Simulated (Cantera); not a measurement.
Mixture: H2 : O2 : N2 : NO = 1 : 0.549 : 2.07 : 0.0079 (molar parts), at 6.71 atm, adiabatic and at constant pressure. Ignition delay is the time to a rise of 400 K.

Cantera simulation using GRI-Mech 3.0 (53 species, 325 reactions); the numbers are that mechanism's predictions, not measurements. The hydrogen kinetics of GRI-Mech 3.0 are dated; newer H2 mechanisms differ, most at raised pressure. The mechanism lacks 2 NO + O2 → 2 NO2 and HONO, so NO2 and the effect of NO are under-described below about 1400 K. Where the delays flatten at high temperature, the 400 K rule measures the pace of heat release, not the induction time.

Q: Predict: delay at 1150 K; delay at 1250 K; delay at 1350 K; delay at 1450 K; apparent activation energy between 1400 and 1500 K.

A: 
```
Item                                                    Value
--------------------------------------------------  ---------
delay at 1150 K                                       22.0 µs
delay at 1250 K                                       7.67 µs
delay at 1350 K                                       3.94 µs
delay at 1450 K                                       2.51 µs
apparent activation energy between 1400 and 1500 K  67 kJ/mol
```
